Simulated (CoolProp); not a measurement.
Computed with CoolProp (reference Helmholtz-energy equation of state, Lemmon 2006). It is a short technical equation, of lower accuracy than the large ones.

For nitrous oxide, give the phase and the density (kg/m³), cp (kJ/(kg K)), cv (kJ/(kg K)), Joule-Thomson coefficient (K/MPa) at 63.25 °C and 4620 kPa.


- 63.25 °C and 4620 kPa: gas; density 89.5, cp 1.25, cv 0.796, Joule-Thomson coefficient 8.37
